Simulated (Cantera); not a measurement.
Cantera run:

```python
import numpy as np
import cantera as ct

gas_names = """
    O H2 NH3 ZrO2
""".split()
cond_names = """
    ZrN(s) ZrN(L)
""".split()


# ... load() reads the species with a 1 bar reference pressure and builds the phases ...
species = {s.name: s for s in load("nasa_gas.yaml", gas_names) + load("nasa_condensed.yaml", cond_names)}
# Each term lists the table entries of one substance; the one whose range holds T is used.
reactions = {
    '4 O(g) + 2 ZrN + 3 H2(g) = 2 NH3(g) + 2 ZrO2(g)':
        [(-4, ['O']), (-2, ['ZrN(s)', 'ZrN(L)']), (-3, ['H2']), (2, ['NH3']), (2, ['ZrO2'])],
}


def pick(names, T):
    return next(species[n] for n in names if species[n].thermo.min_temp <= T <= species[n].thermo.max_temp)


results = []
for label, terms in reactions.items():
    print(label)
    print("     T/K   dH/kJ  dS/(J/K)   dG/kJ   log10 K")
    for T in [1200, 1350, 1500, 1650, 1800, 1950, 2100, 2250, 2400, 2550]:
        used = [(nu, pick(names, T)) for nu, names in terms]
        dH = sum(nu * s.thermo.h(T) for nu, s in used) / 1e6
        dS = sum(nu * s.thermo.s(T) for nu, s in used) / 1e3
        dG = dH - T * dS / 1e3
        logK = -dG * 1e6 / (ct.gas_constant * T * np.log(10))
        results.append((label, T, dH, dS, dG, logK, [s.name for _, s in used]))
        print(f"{T:8g} {dH:8.1f} {dS:8.1f} {dG:8.1f} {logK:8.2f}")
```

Result:

```
4 O(g) + 2 ZrN + 3 H2(g) = 2 NH3(g) + 2 ZrO2(g)
     T/K   dH/kJ  dS/(J/K)   dG/kJ   log10 K
    1200   -991.0   -281.8   -652.8    28.42
    1350   -998.5   -287.7   -610.1    23.61
    1500  -1005.8   -292.8   -566.6    19.73
    1650  -1012.8   -297.3   -522.3    16.53
    1800  -1019.8   -301.4   -477.4    13.85
    1950  -1026.8   -305.1   -431.9    11.57
    2100  -1033.9   -308.6   -385.9     9.60
    2250  -1041.0   -311.9   -339.3     7.88
    2400  -1048.3   -315.0   -292.3     6.36
    2550  -1055.8   -318.0   -244.9     5.02
```

Standard-state values (1 bar) from the NASA 1993 polynomials, evaluated with Cantera. ZrN: taken at fixed stoichiometry. Condensed species are held in their standard states even where they would react or evaporate.
